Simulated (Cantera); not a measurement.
A closed system holds: 1 mol Fe2O3, 0.069 mol SO3, 0.041 mol CO2, 1.7 mol H2S, held at 1550 K and 2100 Torr.

Equilibrium computed with Cantera from the NASA thermochemical tables; the gas is ideal and each condensed phase is pure. Candidate condensed phases: C, C6H6, C7H8, C8H18, Fe, Fe(CO)5, FeO, Fe(OH)2, Fe(OH)3, FeS, FeSO4, FeS2, Fe2O3, Fe2(SO4)3, Fe3O4, H2O, H2SO4, S; 127 gas species. Metal and sulfide melt together well below either melting point, which pure phases cannot show. Mutual solubility and eutectic melting of coexisting phases are not modelled. The tables' stoichiometric FeO is somewhat more stable than real wüstite, so its field is too wide. FeO, FeS: taken at fixed stoichiometry. The numbers say what is thermodynamically allowed, not how fast it happens.

Q: What is the equilibrium state?

A: 
```json
{
 "x(H2O)": "0.710",
 "x(SO2)": "0.178",
 "x(S2)": "0.0319",
 "x(H2)": "0.0305",
 "x(H2S)": "0.0262",
 "x(CO2)": "0.0165",
 "x(S2O)": "0.00204",
 "x(CO)": "0.00198",
 "x(SO)": "0.00162",
 "n(FeO(s))": "0.839 mol",
 "n(FeS(l))": "1.16 mol",
 "gas_amount": "2.216 mol",
 "log10 activity of Fe(γ) (absent)": "-1.73",
 "log10 activity of S(l) (absent)": "-1.79",
 "log10 activity of C(graphite) (absent)": "-6.54"
}
```
